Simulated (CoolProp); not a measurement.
The fluid at 345.96 K and 0.959 MPa flows at 1.8 m/s in a round tube of 2 mm bore and 0.25 µm roughness, fully developed (64/Re and Nu = 3.66 if laminar; Colebrook and Gnielinski if turbulent). The same conditions are run with several fluids, on thermodynamics alone (safety and materials aside).

The numbers come from the reference Helmholtz-energy equation of state of each fluid (n-nonane: Lemmon 2006; ethylbenzene: Zhou 2012; p-xylene: Zhou 2012; toluene: Lemmon 2006; R245fa: Akasaka 2015) in CoolProp.

| fluid | Reynolds number | Darcy friction factor | pressure drop (Pa/m) | heat-transfer coefficient (W/(m² K)) | mass flow (kg/h) |
|---|---|---|---|---|---|
| n-nonane | 6170 | 0.0354 | 19400 | 3000 | 13.8 |
| ethylbenzene | 7670 | 0.0333 | 22200 | 3420 | 16.7 |
| p-xylene | 7910 | 0.0331 | 21800 | 3430 | 16.6 |
| toluene | 8660 | 0.0323 | 21400 | 3660 | 16.6 |
| R245fa | 18800 | 0.0266 | 25800 | 4490 | 24.4 |

Transport values come from each fluid's own correlations; those of ethylbenzene, R245fa are estimates that may be off by 10 % or more.
